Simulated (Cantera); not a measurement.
A freely propagating, adiabatic, planar premixed flame of H₂ : O₂ : N₂ = 1 : 0.455 : 1.27 (molar parts), equivalence ratio 1.1, unburnt at 525 K and 0.132 atm; mixture-averaged transport, grid criteria slope 0.08 and curve 0.16, no radiation.

Detailed kinetics in Cantera: the H2/O2 subset of GRI-Mech 3.0, which has no nitrogen chemistry. Burning velocities carry a grid error of a few per cent, more on coarse grids.

What does this change do: 0.17 parts H2O added?


| quantity | before | after |
|---|---|---|
| laminar burning velocity | 601 cm/s | 581 cm/s |
| thermal thickness | 5.49 mm | 5.45 mm |
| peak x(OH) | 0.0254 | 0.0226 |
| peak x(H₂O₂) | 2.58e-6 | 3.98e-6 |
| peak x(HO₂) | 7.82e-5 | 0.000102 |
| peak x(O) | 0.0183 | 0.0153 |
